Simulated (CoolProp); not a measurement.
Properties of hexamethyldisiloxane (MM) along the isobar 10.2 bar.

Values from CoolProp's reference Helmholtz-energy equation of state, Thol 2016.

| T (K) | phase | cv (kJ/(kg K)) | speed of sound (m/s) | Joule-Thomson coefficient (K/MPa) | isothermal compressibility (1/MPa) | expansivity (1/kK) | fugacity coefficient |
|---|---|---|---|---|---|---|---|
| 301.3 | liquid | 1.550 | 872.9 | -0.4044 | 0.002130 | 1.381 | 0.006919 |
| 324.7 | liquid | 1.607 | 792.9 | -0.3621 | 0.002657 | 1.471 | 0.01955 |
| 348.2 | liquid | 1.667 | 714.6 | -0.3107 | 0.003380 | 1.588 | 0.04632 |
| 371.6 | liquid | 1.727 | 637.7 | -0.2463 | (withheld) | 1.743 | 0.09474 |
| 395.1 | liquid | 1.786 | 560.6 | -0.1599 | (withheld) | 1.957 | 0.1731 |
| 418.6 | liquid | 1.846 | 482.1 | -0.03463 | 0.008485 | (withheld) | 0.2873 |
| 442 | liquid | 1.905 | 400.5 | 0.1687 | 0.01316 | 2.787 | 0.4396 |
| 465.5 | liquid | 1.966 | 310.0 | 0.5806 | 0.02427 | 3.828 | 0.6295 |
| 488.9 | gas | 2.002 | 111.3 | 18.38 | 1.572 | 6.986 | (withheld) |
| 512.4 | gas | 2.032 | 126.1 | 13.21 | 1.347 | 4.839 | 0.8079 |

Task: Some entries are withheld; supply them.

Result: 
- 371.6, isothermal compressibility (1/MPa): 0.004404
- 395.1, isothermal compressibility (1/MPa): 0.005953
- 418.6, expansivity (1/kK): 2.273
- 488.9, fugacity coefficient: 0.7718
